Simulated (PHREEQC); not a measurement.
H3PO4 is added in steps, without added water, to 1 kg of water holding 0.0018 mol H2SeO4 and 0.021 mol NaHCO3, at 25 °C. Oxygen alone is held at its pressure in air (log pO2 = -0.68). CO2 from the air is kept out. The run lets Nahcolite, Natron precipitate or redissolve, and no other solid.

Base run: PHREEQC, ion-association model, wateq4f.dat. Each further column changes one thing. The table gives pH.

```tsv
H3PO4 added (mol)	base	0.0014 mol/kgw Fe(NO3)3 added	NaHCO3 from 0.021 to 0.0042 mol/kgw	no solid may form
0	6.97	6.51	5.54	6.97
0.0022	6.64	6.43	2.94	6.64
0.0055	6.32	6.13	2.53	6.32
0.0088	6.05	5.82	2.36	6.05
0.011	5.85	5.55	2.29	5.85
0.0132	5.61	5.10	2.23	5.61
0.0165	4.89	3.19	2.16	4.89
0.0198	3.16	2.78	2.10	3.16
0.022	2.89	2.64	2.07	2.89
```

H3PO4, which wateq4f.dat lacks, is added to it with the constant of phreeqc.dat. Solids allowed in the column '0.0014 mol/kgw Fe(NO3)3 added': Fe(OH)3(a), Strengite, Nahcolite, Natron.
